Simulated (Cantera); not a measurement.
A freely propagating, adiabatic, planar premixed flame of H₂ : O₂ : N₂ = 1 : 0.455 : 1.71 (molar parts), equivalence ratio 1.1, unburnt at 323 K and 7500 Torr; mixture-averaged transport, grid criteria slope 0.08 and curve 0.16, no radiation.

Detailed kinetics in Cantera: the H2/O2 subset of GRI-Mech 3.0, which has no nitrogen chemistry. The hydrogen kinetics of GRI-Mech 3.0 are dated; newer H2 mechanisms differ, most at raised pressure. Burning velocities carry a grid error of a few per cent, more on coarse grids.

### Question
Predict: laminar burning velocity; thermal thickness; peak x(HO₂); peak x(H₂O₂); peak x(O).

### Answer
- laminar burning velocity: 210 cm/s
- thermal thickness: 0.0231 mm
- peak x(HO₂): 0.00162
- peak x(H₂O₂): 0.000248
- peak x(O): 0.00358
